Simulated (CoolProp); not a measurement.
A Linde-Hampson liquefier for CF4 (R14): isothermal reversible compression at 300 K from 1 atm to 5 MPa, throttling to 1 atm, return gas leaving the recuperator 2 K below the feed. Each further row changes one setting.

The numbers come from the reference Helmholtz-energy equation of state, Platzer 1990 in CoolProp. This equation is an older, rougher fit; its heat capacities, sound speeds and derivatives of the liquid may be far off and weren't checked against measurements.

```csv
case,liquid yield per pass,compression work (kJ/kg of gas)
as stated,0.084,106
high pressure 10 MPa,0.180,121
warm-end temperature 330 K,0.060,118
warm-end gap 7 K,0.069,106
```
